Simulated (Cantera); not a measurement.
Cantera run, input and output.

```python
import numpy as np
import cantera as ct

gas = ct.Solution("h2o2.yaml")
gas.TPX = 548, 13332, {'H2': 1, 'O2': 0.602, 'N2': 1.69}
flame = ct.FreeFlame(gas, width=0.16)
flame.set_refine_criteria(ratio=3, slope=0.08, curve=0.16)
flame.transport_model = "mixture-averaged"
flame.solve(loglevel=0, auto=True)
z, T = flame.grid, flame.T
thick = (T[-1] - T[0]) / np.gradient(T, z).max()
show = ['H2', 'O2', 'H2O2', 'O', 'HO2', 'OH']
print(f"laminar burning velocity  {flame.velocity[0] * 100:.3f} cm/s")
print(f"burnt temperature         {T[-1]:.1f} K")
print(f"thermal thickness         {thick * 1e3:.4f} mm")
print(f"grid points               {len(z)}")
z0 = z[flame.heat_release_rate.argmax()]
print(f"{'z/mm':>9s}{'T/K':>9s}{'u/(m/s)':>9s}" + "".join(f"{s:>11s}" for s in show))
rows = []
for k in (-3, -2, -1.5, -1, -0.5, -0.25, 0, 0.25, 0.5, 1, 2, 4, 8):
    zz = z0 + k * thick
    rows.append([k * thick, np.interp(zz, z, T), np.interp(zz, z, flame.velocity),
                 *(np.interp(zz, z, flame.X[gas.species_index(s)]) for s in show)])
    print(f"{rows[-1][0] * 1e3:9.3f}{rows[-1][1]:9.1f}{rows[-1][2]:9.3f}" + "".join(f"{x:11.3e}" for x in rows[-1][3:]))
```

It prints:

```
laminar burning velocity  565.279 cm/s
burnt temperature         2449.5 K
thermal thickness         5.5827 mm
grid points               140
     z/mm      T/K  u/(m/s)         H2         O2       H2O2          O        HO2         OH
  -16.748    548.0    5.653  3.038e-01  1.829e-01 -5.042e-18  7.215e-19  1.931e-15  2.249e-20
  -11.165    548.0    5.653  3.038e-01  1.829e-01  5.001e-17  5.347e-15  5.120e-12  2.114e-16
   -8.374    548.0    5.653  3.038e-01  1.829e-01  7.233e-15  5.272e-13  3.565e-10  2.526e-14
   -5.583    548.0    5.653  3.038e-01  1.829e-01  3.570e-11  4.328e-10  1.780e-07  5.974e-11
   -2.791    554.1    5.709  3.025e-01  1.829e-01  8.066e-07  5.554e-06  7.053e-05  2.906e-05
   -1.396    691.2    7.031  2.786e-01  1.798e-01  1.943e-06  2.345e-04  4.883e-05  4.379e-04
    0.000   1113.1   10.934  1.354e-01  1.292e-01  1.053e-06  9.590e-03  2.043e-05  4.037e-03
    1.396   1403.9   13.622  4.531e-02  6.778e-02  1.117e-06  2.144e-02  9.370e-06  1.076e-02
    2.791   1532.8   14.760  4.125e-02  6.041e-02  7.725e-07  2.253e-02  7.095e-06  1.410e-02
    5.583   1682.2   16.031  4.201e-02  5.660e-02  4.284e-07  2.157e-02  5.440e-06  1.794e-02
   11.165   1848.0   17.394  4.114e-02  5.273e-02  2.196e-07  1.932e-02  4.054e-06  2.177e-02
   22.331   2021.7   18.772  3.801e-02  4.881e-02  1.204e-07  1.604e-02  2.974e-06  2.478e-02
   44.661   2192.6   20.079  3.265e-02  4.504e-02  8.200e-08  1.224e-02  2.426e-06  2.618e-02
```

Detailed kinetics in Cantera: the H2/O2 subset of GRI-Mech 3.0, which has no nitrogen chemistry. Burning velocities carry a grid error of a few per cent, more on coarse grids.
